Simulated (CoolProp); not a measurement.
Carbon dioxide at 293.15 K and 4.53 MPa is throttled through a valve to 2.47 MPa with no heat exchange. Each further row changes one setting.

The numbers come from the reference Helmholtz-energy equation of state, Span 1996 in CoolProp.

```
case                       temperature change (K)  final density (kg/m³)
-------------------------  ----------------------  ---------------------
as stated                                   -27.2                   62.8
outlet pressure 0.741 MPa                       ?                   18.2
outlet pressure 3.21 MPa                        ?                      ?
```

### Question
Fill in the missing entries.

### Answer

- outlet pressure 0.741 MPa, temperature change (K): -57.7
- outlet pressure 3.21 MPa, temperature change (K): -16.5
- outlet pressure 3.21 MPa, final density (kg/m³): 82.6
